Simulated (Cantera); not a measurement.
# Premixed flame

A freely propagating, adiabatic, planar premixed flame of CH4 : C2H6 : C3H8 : O2 : N2 : H2O = 1 : 0.97 : 0.042 : 3.74 : 9.72 : 2.3 (molar parts), unburnt at 425 K and 750 Torr; mixture-averaged transport, grid criteria slope 0.08 and curve 0.16, no radiation.

Cantera simulation using GRI-Mech 3.0 (53 species, 325 reactions); the numbers are that mechanism's predictions, not measurements. Burning velocities carry a grid error of a few per cent, more on coarse grids.

| z (mm) | T (K) | u (m/s) | x CH4 | x C2H6 | x C3H8 | x CH2 | x CH2O | x NO2 |
|---|---|---|---|---|---|---|---|---|
| -1.69 | 425 | 0.430 | 0.0561 | 0.0544 | 0.00236 | <1e-8 | 8.11e-8 | <1e-8 |
| -1.13 | 428 | 0.436 | 0.0556 | 0.0541 | 0.00234 | <1e-8 | 1.96e-6 | <1e-8 |
| -0.845 | 442 | 0.453 | 0.0547 | 0.0535 | 0.00232 | <1e-8 | 1.43e-5 | 2.35e-8 |
| -0.563 | 542 | 0.567 | 0.0515 | 0.0511 | 0.00226 | <1e-8 | 0.000180 | 2.20e-7 |
| -0.282 | 1015 | 1.11 | 0.0388 | 0.0339 | 0.00171 | 1.54e-8 | 0.00166 | 5.65e-7 |
| -0.141 | 1421 | 1.60 | 0.0267 | 0.0130 | 0.000683 | 2.48e-6 | 0.00180 | 1.09e-7 |
| 0 | 1781 | 2.05 | 0.0117 | 0.000834 | 1.44e-5 | 4.48e-5 | 0.000549 | <1e-8 |
| 0.141 | 1966 | 2.28 | 0.00329 | 1.86e-5 | 1.64e-8 | 6.11e-5 | 0.000167 | <1e-8 |
| 0.282 | 2035 | 2.35 | 0.00107 | 1.57e-6 | <1e-8 | 3.22e-5 | 6.08e-5 | <1e-8 |
| 0.563 | 2074 | 2.39 | 0.000240 | 6.22e-8 | <1e-8 | 7.43e-6 | 1.22e-5 | <1e-8 |
| 1.13 | 2090 | 2.41 | 4.60e-5 | <1e-8 | <1e-8 | 1.04e-6 | 1.76e-6 | <1e-8 |
| 2.25 | 2098 | 2.41 | 6.13e-6 | <1e-8 | <1e-8 | 9.31e-8 | 1.74e-7 | <1e-8 |
| 4.51 | 2103 | 2.42 | 4.42e-7 | <1e-8 | <1e-8 | <1e-8 | 1.21e-8 | <1e-8 |
x: mole fraction of selected species; z is measured from the peak of heat release.

- laminar burning velocity = 42.8 cm/s
- thermal thickness = 0.563 mm
- peak x(CH2) = 6.57e-5
- peak x(CH2O) = 0.00204
- grid points = 147
